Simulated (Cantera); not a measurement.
Feed: 1 mol TEOS, 3.6 mol H₂O, 60 mol H₂, at 1702 °C and 43000 Pa.

Method: chemical equilibrium by Gibbs-energy minimisation in Cantera with the NASA 1993 tables (ideal gas, pure condensed phases). Candidate condensed phases: C, C₆H₆, C₇H₈, C₈H₁₈, H₂O, Si, SiC, SiO₂; 123 gas species. The feed counts by its element totals alone. Kinetics and transport are ignored.

Base state: H₂ 0.904, CO 0.0897, SiO 0.00383, H 0.00198, C₂H₂ (acetylene) 0.000121, CH₄ 7.23e-5 (mole fractions); condensed: SiC(s).

**Question.** What changes in the equilibrium state with this change: TEOS replaced by SiF₄?

**Answer.** 
```
species                 before    after
--------------------  --------  -------
H₂                       0.904    0.906
HF                           0   0.0604
H₂O                    9.97e-6   0.0281
CO                      0.0897        0
SiO                    0.00383  0.00363
C₂H₂ (acetylene)      0.000121        0
CH₄                    7.23e-5        0
SiF₄                         0  4.56e-5
SiF₃                         0  4.21e-5
SiC(s), mol              0.687        0
SiO₂(condensed), mol         0    0.754
```
The tables' values for SiF₃, SiF₂ are old estimates; treat these amounts as uncertain. The tables hold silica as quartz up to 1696 K and as liquid above; real silica turns to tridymite and cristobalite and melts near 1996 K. Gases not in the tables: Si(OH)₄.

**Question.** What changes in the equilibrium state with this change: pressure from 43000 Pa to 2500 Pa?

**Answer.** 
| species | before | after |
|---|---|---|
| H₂ | 0.904 | 0.898 |
| CO | 0.0897 | 0.0895 |
| H | 0.00198 | 0.00820 |
| SiO | 0.00383 | 0.00372 |
| CH₄ | 7.23e-5 | 4.21e-6 |
| Si | 8.28e-6 | 0.000140 |
| SiH | 3.72e-6 | 1.52e-5 |
| C₂H₂ (acetylene) | 0.000121 | 0.000123 |
| SiC(s), mol | 0.687 | 0.682 |
